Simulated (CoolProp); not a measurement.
A simple Rankine cycle with hexamethyldisiloxane (MM): condensing at 322.15 K, boiler at 0.562 MPa, turbine inlet 596.2 K, turbine efficiency 0.75, pump efficiency 0.6, no recuperator. Each further row changes one setting.

The numbers come from the reference Helmholtz-energy equation of state, Thol 2016 in CoolProp.

| case | thermal efficiency (%) | net work (kJ/kg) | heat in (kJ/kg) | turbine exit temperature (K) | volume ratio over the turbine |
|---|---|---|---|---|---|
| as stated | 10.1 | 74.1 | 732 | 558.3 | 33.3 |
| turbine inlet 616.2 K | 9.9 | 76.9 | 777 | 578.0 | 33.1 |
| condensing temperature 314.15 K | 10.9 | 81.3 | 748 | 554.9 | 46.8 |
| boiler pressure 0.393 MPa | 9.2 | 67.5 | 735 | 562.7 | 23.0 |
| turbine efficiency 0.65 | 8.8 | 64.1 | 732 | 563.0 | 33.6 |
